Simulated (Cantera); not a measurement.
Cantera run, input and output.

```python
import numpy as np
import cantera as ct

gas = ct.Solution("gri30.yaml")
gas.TPX = 1675, 1000000, {'CH3OH': 1, 'O2': 1.15, 'N2': 4.34}
reactor = ct.IdealGasConstPressureReactor(gas, energy="on", clone=False)
net = ct.ReactorNet([reactor])
net.rtol, net.atol = 1e-08, 1e-16
show = ['CH3OH', 'O2', 'H2O', 'H2', 'H']
times = np.geomspace(3e-06, 0.8, 14)

steps = ct.SolutionArray(gas, extra=["t"])
rows = []
print(f"{'t/s':>10s}{'T/K':>9s}{'P/Pa':>11s}" + "".join(f"{s:>11s}" for s in show))
for t in times:
    while net.time < t:
        t_next = net.step()
        steps.append(gas.state, t=t_next)
    rows.append([np.interp(t, steps.t, y) for y in (steps.T, steps.P, *steps(*show).X.T)])
    print(f"{t:10.3e}{rows[-1][0]:9.1f}{rows[-1][1]:11.4g}" + "".join(f"{x:11.3e}" for x in rows[-1][2:]))
rate = np.gradient(steps.T, steps.t)
print("integrator steps:", len(steps.t))
if steps.T.max() > steps.T[0] + 200:
    print(f"time of steepest temperature rise: {steps.t[rate.argmax()]:.4e} s")
gas.TPX = 1675, 1000000, {'CH3OH': 1, 'O2': 1.15, 'N2': 4.34}
gas.equilibrate("HP")
print(f"equilibrium (HP): T = {gas.T:.1f} K  " + "  ".join(f"{s} {gas[s].X[0]:.3e}" for s in show))
```

It prints:

```
       t/s      T/K       P/Pa      CH3OH         O2        H2O         H2          H
 3.000e-06   1686.6      1e+06  1.434e-01  1.712e-01  5.802e-03  3.541e-03  8.873e-06
 7.843e-06   2608.2      1e+06  1.308e-13  1.611e-02  1.878e-01  4.594e-02  2.571e-02
 2.051e-05   2969.6      1e+06  8.003e-14  5.799e-03  2.161e-01  3.743e-02  9.063e-03
 5.361e-05   2969.0      1e+06  8.221e-14  5.433e-03  2.163e-01  3.765e-02  8.860e-03
 1.402e-04   2961.9      1e+06  8.593e-14  5.011e-03  2.160e-01  3.822e-02  8.733e-03
 3.665e-04   2957.3      1e+06  8.842e-14  4.752e-03  2.159e-01  3.859e-02  8.650e-03
 9.581e-04   2956.9      1e+06  8.862e-14  4.732e-03  2.158e-01  3.862e-02  8.644e-03
 2.505e-03   2956.9      1e+06  8.862e-14  4.732e-03  2.158e-01  3.862e-02  8.644e-03
 6.549e-03   2956.9      1e+06  8.862e-14  4.732e-03  2.158e-01  3.862e-02  8.644e-03
 1.712e-02   2956.9      1e+06  8.862e-14  4.732e-03  2.158e-01  3.862e-02  8.644e-03
 4.477e-02   2956.9      1e+06  8.862e-14  4.732e-03  2.158e-01  3.862e-02  8.644e-03
 1.170e-01   2956.9      1e+06  8.862e-14  4.732e-03  2.158e-01  3.862e-02  8.644e-03
 3.060e-01   2956.9      1e+06  8.862e-14  4.732e-03  2.158e-01  3.862e-02  8.644e-03
 8.000e-01   2956.9      1e+06  8.862e-14  4.732e-03  2.158e-01  3.862e-02  8.644e-03
integrator steps: 1714
time of steepest temperature rise: 6.7137e-06 s
equilibrium (HP): T = 2956.9 K  CH3OH 9.229e-14  O2 4.732e-03  H2O 2.158e-01  H2 3.862e-02  H 8.644e-03
```

Detailed kinetics in Cantera: GRI-Mech 3.0 (53 species, 325 reactions). GRI-Mech 3.0 was tuned for natural gas; its chemistry of methanol as a main component is partial and can be far from experiment.
